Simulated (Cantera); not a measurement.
Stirred combustor or abatement burner

A perfectly stirred reactor is fed with CH4 : O2 : N2 = 1 : 3.7 : 13.9 (molar parts), at 3.85 atm; it is adiabatic with a 775 K inlet, and is followed from long to short residence time, starting on the burning branch (τ in s: 0.029, 0.016, 0.0088, 0.0049, 0.0027, 0.0015, 0.00082, 0.00045, 0.00025, 0.00014, 7.7e-05, 4.2e-05).

Cantera simulation using GRI-Mech 3.0 (53 species, 325 reactions); the numbers are that mechanism's predictions, not measurements.

```
τ (s)    T (K)     x CH4    x O2    x HCN   x CO2       x H     x NO    x N2O
-------  -----  --------  ------  -------  ------  --------  -------  -------
0.029     1939   8.37e-6  0.0912  1.37e-8  0.0535   7.10e-6  4.93e-5  6.72e-7
0.016     1937   1.33e-5  0.0912  1.47e-8  0.0534   1.03e-5  3.63e-5  8.10e-7
0.0088    1934   2.05e-5  0.0912  1.63e-8  0.0532   1.60e-5  2.86e-5  1.00e-6
0.0049    1930   3.08e-5  0.0913  1.87e-8  0.0529   2.59e-5  2.39e-5  1.23e-6
0.0027    1925   4.60e-5  0.0914  2.20e-8  0.0525   4.34e-5  2.06e-5  1.48e-6
0.0015    1917   6.80e-5  0.0916  2.66e-8  0.0519   7.31e-5  1.78e-5  1.67e-6
0.00082   1906  0.000102  0.0920  3.33e-8  0.0509  0.000124  1.52e-5  1.78e-6
0.00045   1890  0.000155  0.0925  4.29e-8  0.0495  0.000208  1.27e-5  1.76e-6
0.00025   1868  0.000239  0.0935  5.68e-8  0.0475  0.000334  1.03e-5  1.63e-6
0.00014   1837  0.000383  0.0950  7.73e-8  0.0444  0.000508  7.98e-6  1.43e-6
7.7e-5    1791  0.000688  0.0979  1.09e-7  0.0395  0.000715  5.53e-6  1.17e-6
4.2e-5     775    0.0538   0.199   <1e-12  <1e-12    <1e-12   <1e-12   <1e-12
```
x: mole fraction; the columns are a selection and need not sum to one.
